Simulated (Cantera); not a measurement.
A freely propagating, adiabatic, planar premixed flame of CH4 : O2 : N2 = 1 : 1.82 : 6.84 (molar parts), equivalence ratio 1.1, unburnt at 673 K and 180000 Pa; mixture-averaged transport, grid criteria slope 0.08 and curve 0.16, no radiation.

Computed with Cantera and GRI-Mech 3.0 (53 species, 325 reactions). Burning velocities carry a grid error of a few per cent, more on coarse grids.

x: mole fraction of selected species; z is measured from the peak of heat release.

```tsv
z (mm)	T (K)	u (m/s)	x CH4	x O2	x NO	x CO2	x CH2	x C2H6
-0.574	673	1.40	0.103	0.188	<1e-8	1.29e-7	<1e-8	___
-0.383	675	1.40	0.103	0.188	<1e-8	2.83e-6	<1e-8	___
-0.287	683	1.43	0.102	0.187	4.39e-8	2.12e-5	<1e-8	___
-0.191	743	1.56	0.0969	0.181	4.05e-7	0.000276	<1e-8	___
-0.0957	1125	2.40	0.0689	0.148	4.20e-6	0.00387	4.01e-7	0.00104
-0.0479	1535	3.32	0.0375	0.105	1.03e-5	0.0108	1.45e-5	0.00108
0	1917	4.18	0.00914	0.0566	2.14e-5	0.0225	8.78e-5	___
0.0479	2083	4.55	0.000767	0.0277	3.67e-5	0.0358	3.51e-5	___
0.0957	2130	4.64	3.35e-5	0.0173	4.78e-5	0.0462	2.42e-6	<1e-8
0.191	2178	4.72	7.12e-8	0.0122	5.81e-5	0.0561	<1e-8	<1e-8
0.383	2238	4.82	<1e-8	0.00964	6.96e-5	0.0611	<1e-8	<1e-8
0.766	2305	4.95	<1e-8	0.00730	8.84e-5	0.0638	<1e-8	<1e-8
1.53	2366	5.06	<1e-8	0.00506	0.000119	0.0666	<1e-8	<1e-8
```

Problem. Complete the blanks.

Solution. 
- -0.574, x C2H6: 3.28e-8
- -0.383, x C2H6: 7.98e-7
- -0.287, x C2H6: 6.43e-6
- -0.191, x C2H6: 9.09e-5
- 0, x C2H6: 0.000109
- 0.0479, x C2H6: 7.15e-7
